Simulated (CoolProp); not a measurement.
The numbers come from the reference Helmholtz-energy equation of state, Akasaka 2023 in CoolProp.

Task: Give the vapour pressure (MPa), liquid density (kg/m³), vapour density (kg/m³), enthalpy of vaporisation (kJ/kg) of saturated R1224YDZ at 45.35 °C.

Result: 
| T (°C) | p (MPa) | liquid density (kg/m³) | vapour density (kg/m³) | enthalpy of vaporisation (kJ/kg) |
|---|---|---|---|---|
| 45.35 | 0.288 | 1300 | 17.9 | 154 |
